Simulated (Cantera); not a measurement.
Equilibrium for carbothermic reduction: Cu₂O + CH₄ + H₂

Feed: 1 mol Cu₂O, 0.55 mol CH₄, 15 mol H₂, equilibrated at 27.0 Pa.

Equilibrium computed with Cantera from the NASA thermochemical tables; the gas is ideal and each condensed phase is pure. Candidate condensed phases: C, C₆H₆, C₇H₈, C₈H₁₈, Cu, CuO, Cu(OH)₂, Cu₂O, H₂O; 113 gas species. Equilibrium is a limit: real reactors are often held back by kinetics, nucleation or transport.

From 1525 K to 1575 K the condensed part is Cu(l). From 1625 K to 1925 K nothing is condensed. The main Cu-bearing gas is Cu throughout.

| T (K) | log p H₂ | log p Cu | log p H | log p CO | log p H₂O | n Cu(l) |
|---|---|---|---|---|---|---|
| 1525 | -3.62 | -4.91 | -6.43 | -5.08 | -5.16 | 1.19 |
| 1575 | -3.64 | -4.56 | -6.20 | -5.10 | -5.19 | 0.119 |
| 1625 | -3.65 | -4.54 | -5.97 | -5.10 | -5.19 | 0 |
| 1675 | -3.65 | -4.54 | -5.76 | -5.10 | -5.19 | 0 |
| 1725 | -3.65 | -4.54 | -5.56 | -5.10 | -5.19 | 0 |
| 1775 | -3.65 | -4.54 | -5.36 | -5.11 | -5.19 | 0 |
| 1825 | -3.66 | -4.54 | -5.18 | -5.11 | -5.20 | 0 |
| 1875 | -3.66 | -4.55 | -5.01 | -5.11 | -5.20 | 0 |
| 1925 | -3.67 | -4.55 | -4.85 | -5.11 | -5.20 | 0 |
log p: log10 of the partial pressure in bar; n: condensed amount in mol.
